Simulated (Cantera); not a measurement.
An adiabatic, constant-pressure homogeneous reactor starts with C3H8 : O2 : N2 = 1 : 3.85 : 14.5 (molar parts), equivalence ratio 1.3, at 1350 K and 2.27 atm. Integrator tolerance rtol = 1e-08.

Computed with Cantera and GRI-Mech 3.0 (53 species, 325 reactions). GRI-Mech 3.0 was tuned for natural gas; its chemistry of propane as a main component is partial and can be far from experiment.

```csv
quantity,before,after
time of steepest temperature rise,0.310 ms,66.0 µs
temperature at 0.300 s,2778 K,2832 K
equilibrium temperature,2778 K,2832 K
x(C3H8) at 0.300 s,<1e-12 (gas-phase equilibrium <1e-12),<1e-12 (gas-phase equilibrium <1e-12)
x(O2) at 0.300 s,0.00315 (gas-phase equilibrium 0.00315),0.00420 (gas-phase equilibrium 0.00420)
x(HO2) at 0.300 s,1.71e-6 (gas-phase equilibrium 1.71e-6),2.34e-6 (gas-phase equilibrium 2.34e-6)
x(NO) at 0.300 s,0.00401 (gas-phase equilibrium 0.00401),0.00499 (gas-phase equilibrium 0.00499)
x(HCN) at 0.300 s,1.41e-8 (gas-phase equilibrium 1.41e-8),1.57e-8 (gas-phase equilibrium 1.57e-8)
x(HCO) at 0.300 s,1.75e-7 (gas-phase equilibrium 1.75e-7),2.07e-7 (gas-phase equilibrium 2.07e-7)
```

Question: Which change was made?
(A) initial temperature 1350 to 1773 K
(B) pressure from 2.27 atm to 11.8 atm
(C) initial temperature 1350 to 1473 K
(D) initial temperature 1350 to 1450 K

Answer: C, initial temperature 1350 to 1473 K
